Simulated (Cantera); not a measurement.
A closed system holds: 1 mol PbS, 1300 mol H₂, equilibrated at 1725 °C and 25.0 Pa.

These are equilibrium values from Cantera (NASA tables, ideal gas, pure condensed phases), not measurements of a reactor. Candidate condensed phases: Pb, PbS, S; 10 gas species. Kinetics and transport are ignored.

Base state: H₂ 0.902, H 0.0965, Pb 0.000731, S 0.000518, SH 0.000176, H₂S 2.21e-5 (mole fractions); condensed: gas only.

Question: What changes in the equilibrium state with this change: PbS replaced by Nb₂O₅?

Answer: 
```tsv
species	before	after
H₂	0.902	0.901
H	0.0965	0.0964
H₂O	0	0.00111
NbO₂	0	0.00107
Pb	0.000731	0
S	0.000518	0
NbO	0	0.000391
SH	0.000176	0
H₂S	2.21e-5	0
```
Further candidate phases: H₂O, Nb, NbO, NbO₂, Nb₂O₅.

Question: What changes in the equilibrium state with this change: temperature from 1725 °C to 402 °C?

Answer: 
```csv
species,before,after
H₂,0.902,1.000
H₂S,2.21e-5,0.000220
Pb,0.000731,1.35e-6
H,0.0965,<1e-9
S,0.000518,<1e-9
SH,0.000176,<1e-9
"Pb(l), mol",0,0.284
"PbS(s), mol",0,0.713
```
